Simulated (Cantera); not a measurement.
A closed system holds: 1 mol SiF4, a varied amount of N2O, 26 mol H2, equilibrated at 948.15 K and 13.3 mbar.

Method: chemical equilibrium by Gibbs-energy minimisation in Cantera with the NASA 1993 tables (ideal gas, pure condensed phases). Candidate condensed phases: H2O, Si, SiO2, Si2N2O, Si3N4; 58 gas species. The numbers say what is thermodynamically allowed, not how fast it happens.

**Question.** What share of the Si ends up in condensed phases as a function of n(N2O) (mol), at 0.32, 0.78, 1.2, 1.7, 2.2, 2.6, 3.1, 3.6, 4, 4.5?

**Answer.** 
| n(N2O) (mol) | Si condensed (%) | as |
|---|---|---|
| 0.32 | 14.7 | SiO2(β-quartz) |
| 0.78 | 32.3 | SiO2(β-quartz) |
| 1.2 | 45.4 | SiO2(β-quartz) |
| 1.7 | 58.0 | SiO2(β-quartz) |
| 2.2 | 68.0 | SiO2(β-quartz) |
| 2.6 | 74.3 | SiO2(β-quartz) |
| 3.1 | 80.5 | SiO2(β-quartz) |
| 3.6 | 85.2 | SiO2(β-quartz) |
| 4 | 88.1 | SiO2(β-quartz) |
| 4.5 | 90.8 | SiO2(β-quartz) |
